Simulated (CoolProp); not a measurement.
Fluorine at several states: Z from the reference equation and from simpler models built on Tc = -128.7 °C, pc = 5240 kPa, ω = 0.045; each cubic takes its own stable root.

Computed with CoolProp (reference Helmholtz-energy equation of state, de Reuck 1990).

```
T (°C)   p (kPa)          phase  reference
-------  -------  -------------  ---------
-48.55     12600  supercritical     0.8503
-111.55     6290  supercritical     0.6470
-40.15      10.2            gas     0.9999
-94.15      21.6            gas     0.9993
```

Question: How far does each simpler model (van der Waals, Redlich-Kwong, Soave-Redlich-Kwong, Peng-Robinson) lie from the reference over these 4 states: mean and median of the absolute difference, and the worst?

Answer: 
- van der Waals: mean 2.4 %, median 1.6 %, worst -6.7 % at -48.55 °C and 12600 kPa
- Redlich-Kwong: mean 0.5 %, median 0.4 %, worst -1.2 % at -48.55 °C and 12600 kPa
- Soave-Redlich-Kwong: mean 0.6 %, median 0.2 %, worst +1.8 % at -48.55 °C and 12600 kPa
- Peng-Robinson: mean 1.8 %, median 1.4 %, worst -4.4 % at -111.55 °C and 6290 kPa
